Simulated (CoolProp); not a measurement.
A Linde-Hampson liquefier for oxygen: isothermal reversible compression at 300 K from 1 atm to 5 MPa, throttling to 1 atm, return gas leaving the recuperator 5 K below the feed. Each further row changes one setting.

Computed with CoolProp (reference Helmholtz-energy equation of state, Schmidt 1985).

```json
[
 {"case": "as stated", "liquid yield per pass": "0.018", "compression work (kJ/kg of gas)": "302"},
 {"case": "high pressure 10 MPa", "liquid yield per pass": "0.047", "compression work (kJ/kg of gas)": "354"},
 {"case": "warm-end temperature 330 K", "liquid yield per pass": "0.012", "compression work (kJ/kg of gas)": "333"},
 {"case": "warm-end gap 10 K", "liquid yield per pass": "0.007", "compression work (kJ/kg of gas)": "302"}
]
```

Above 300 K oxygen's equation is extrapolated.
